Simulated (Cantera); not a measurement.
Charge: 1 mol Al, 0.87 mol CO₂, 3.9 mol N₂, equilibrated at 1573.15 K and 0.0110 bar.

Equilibrium computed with Cantera from the NASA thermochemical tables; the gas is ideal and each condensed phase is pure. Candidate condensed phases: Al, AlN, Al₂O₃, C; 32 gas species. Mutual solubility and eutectic melting of coexisting phases are not modelled. Rates play no part.

Base state: N₂ 0.809, CO 0.191 (mole fractions); condensed: AlN(s) + Al₂O₃(s).

**Question.** What changes in the equilibrium state with this change: temperature from 1573.15 K to 825 K?

**Answer.** 
| species | before | after |
|---|---|---|
| N₂ | 0.809 | 0.943 |
| CO | 0.191 | 0.0551 |
| CO₂ | 4.75e-7 | 0.00150 |
| AlN(s), mol | 0.420 | 0 |
| Al₂O₃(s), mol | 0.290 | 0.500 |
| C(graphite), mol | 0 | 0.636 |
